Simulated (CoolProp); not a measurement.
Vapour-liquid equilibrium of n-hexane (1) + ethylbenzene (2) at 0.00311 MPa; x and y are mole fractions of (1).

Model: multi-fluid Helmholtz-energy mixture model, Thol 2019 and Zhou 2012; pair parameters Bell 2016, in CoolProp.

Problem. Give the bubble temperature and the first vapour's composition at x = 0.25, 0.55, 0.85. Is there an azeotrope?

Solution. x = 0.25: 279.6 K, y = 0.898; x = 0.55: 269.4 K, y = 0.966; x = 0.85: 263.8 K, y = 0.991. No azeotrope shows between x = 0.05 and 0.95.

The pair parameters rest on a limited set of measurements; away from them the model extrapolates.
